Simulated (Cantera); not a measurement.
**Catalytic combustion on Pt**

An isothermal plug-flow reactor at 925 K and 1.60 bar (inlet), inlet velocity 0.73 m/s, active area per volume 140 1/m; feed 0.778 % H₂, 7.54 % O₂, 91.7 % N₂.

Cantera simulation using Deutschmann's 1995 Pt surface mechanism with GRI-Mech 3.0 gas chemistry; the numbers are that mechanism's predictions, not measurements. Catalytic surfaces can have several steady states; this one follows from the mechanism file's or the stated starting coverage. Mass transfer to the wall is taken as infinitely fast.

```csv
z (m),x H₂,x O₂,x H₂O,θ free Pt,θ O*,θ OH*
0.00046,0.00417,0.0738,0.00362,0.167,0.831,0.00212
0.00082,0.00281,0.0731,0.00499,0.148,0.850,0.00214
0.0015,0.00144,0.0725,0.00636,0.132,0.866,0.00215
0.0026,0.000540,0.0721,0.00726,0.123,0.875,0.00215
0.0046,9.88e-5,0.0719,0.00771,0.119,0.879,0.00215
0.0082,4.88e-6,0.0718,0.00780,0.118,0.880,0.00215
0.015,1.69e-8,0.0718,0.00781,0.118,0.880,0.00215
0.026,5.76e-12,0.0718,0.00781,0.118,0.880,0.00215
0.046,3.96e-12,0.0718,0.00781,0.118,0.880,0.00215
```
x: gas mole fraction; θ: surface coverage.
